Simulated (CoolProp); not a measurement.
Values from CoolProp's reference Helmholtz-energy equation of state, Thol 2016.

Problem. For R1234ze(E), give the phase and the density (kg/m³), cp (kJ/(kg K)), cv (kJ/(kg K)), isothermal compressibility (1/MPa) at 386.5 K and 7.5 MPa.

Solution. 
- 386.5 K and 7.5 MPa: supercritical; density 857, cp 1.73, cv 1.03, isothermal compressibility 0.0290
